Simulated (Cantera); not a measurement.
A closed system holds: 1 mol PbO, 61 mol H2, held at 1000 K and 750 Torr.

Cantera equilibrium calculation (NASA polynomials, part measured and part estimated; ideal gas, pure solids and liquids). Candidate condensed phases: H2O, Pb, PbO, PbO2, Pb3O4; 12 gas species. The numbers say what is thermodynamically allowed, not how fast it happens.

Base state: H2 0.984, H2O 0.0164, Pb 1.62e-5 (mole fractions); condensed: Pb(l).

### Question
What changes in the equilibrium state with this change: temperature from 1000 K to 1348.15 K?

### Answer
```tsv
species	before	after
H2	0.984	0.979
H2O	0.0164	0.0163
Pb	1.62e-5	0.00479
Pb(l), mol	0.999	0.707
```
